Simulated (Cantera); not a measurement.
## Premixed flame

A freely propagating, adiabatic, planar premixed flame of CH₄ : C₂H₆ : O₂ : N₂ = 1 : 0.29 : 2.51 : 9.55 (molar parts), equivalence ratio 1.2, unburnt at 575 K and 1.00 bar; unity-Lewis-number transport, grid criteria slope 0.08 and curve 0.16, no radiation.

Cantera simulation using GRI-Mech 3.0 (53 species, 325 reactions); the numbers are that mechanism's predictions, not measurements. Unity Lewis numbers drop preferential diffusion, which matters most where H2 and H carry the flame. Burning velocities carry a grid error of a few per cent, more on coarse grids.

```json
[
 {"z (mm)": "-1.25", "T (K)": "575", "u (m/s)": "0.755", "x CH₄": "0.0749", "x C₂H₆": "0.0217", "x O₂": "0.188", "x C₂H₂": "2.97e-7", "x HCO": "<1e-8", "x O": "<1e-8"},
 {"z (mm)": "-0.832", "T (K)": "580", "u (m/s)": "0.762", "x CH₄": "0.0746", "x C₂H₆": "0.0216", "x O₂": "0.187", "x C₂H₂": "3.30e-6", "x HCO": "<1e-8", "x O": "<1e-8"},
 {"z (mm)": "-0.624", "T (K)": "596", "u (m/s)": "0.783", "x CH₄": "0.0739", "x C₂H₆": "0.0213", "x O₂": "0.186", "x C₂H₂": "1.32e-5", "x HCO": "<1e-8", "x O": "<1e-8"},
 {"z (mm)": "-0.416", "T (K)": "693", "u (m/s)": "0.914", "x CH₄": "0.0689", "x C₂H₆": "0.0196", "x O₂": "0.175", "x C₂H₂": "7.50e-5", "x HCO": "<1e-8", "x O": "<1e-8"},
 {"z (mm)": "-0.208", "T (K)": "1130", "u (m/s)": "1.52", "x CH₄": "0.0454", "x C₂H₆": "0.0114", "x O₂": "0.125", "x C₂H₂": "0.000373", "x HCO": "4.13e-7", "x O": "2.64e-6"},
 {"z (mm)": "-0.104", "T (K)": "1532", "u (m/s)": "2.11", "x CH₄": "0.0228", "x C₂H₆": "0.00394", "x O₂": "0.0772", "x C₂H₂": "0.000684", "x HCO": "1.20e-5", "x O": "6.59e-5"},
 {"z (mm)": "0", "T (K)": "1908", "u (m/s)": "2.68", "x CH₄": "0.00365", "x C₂H₆": "0.000113", "x O₂": "0.0304", "x C₂H₂": "0.000672", "x HCO": "5.34e-5", "x O": "0.000884"},
 {"z (mm)": "0.104", "T (K)": "2036", "u (m/s)": "2.87", "x CH₄": "0.000117", "x C₂H₆": "8.71e-8", "x O₂": "0.0117", "x C₂H₂": "7.21e-5", "x HCO": "7.83e-6", "x O": "0.00257"},
 {"z (mm)": "0.208", "T (K)": "2070", "u (m/s)": "2.91", "x CH₄": "2.19e-6", "x C₂H₆": "<1e-8", "x O₂": "0.00776", "x C₂H₂": "2.45e-6", "x HCO": "3.69e-7", "x O": "0.00291"},
 {"z (mm)": "0.416", "T (K)": "2114", "u (m/s)": "2.96", "x CH₄": "<1e-8", "x C₂H₆": "<1e-8", "x O₂": "0.00587", "x C₂H₂": "<1e-8", "x HCO": "1.28e-7", "x O": "0.00243"},
 {"z (mm)": "0.832", "T (K)": "2168", "u (m/s)": "3.03", "x CH₄": "<1e-8", "x C₂H₆": "<1e-8", "x O₂": "0.00429", "x C₂H₂": "<1e-8", "x HCO": "9.28e-8", "x O": "0.00169"},
 {"z (mm)": "1.66", "T (K)": "2225", "u (m/s)": "3.09", "x CH₄": "<1e-8", "x C₂H₆": "<1e-8", "x O₂": "0.00268", "x C₂H₂": "<1e-8", "x HCO": "6.07e-8", "x O": "0.000976"},
 {"z (mm)": "3.33", "T (K)": "2271", "u (m/s)": "3.14", "x CH₄": "<1e-8", "x C₂H₆": "<1e-8", "x O₂": "0.00141", "x C₂H₂": "<1e-8", "x HCO": "3.77e-8", "x O": "0.000479"}
]
```
x: mole fraction of selected species; z is measured from the peak of heat release.

```
Quantity                      Value
------------------------  ---------
laminar burning velocity  75.5 cm/s
thermal thickness          0.416 mm
peak x(C₂H₂)               0.000827
peak x(HCO)                 5.39e-5
peak x(O)                   0.00292
grid points                     148
```
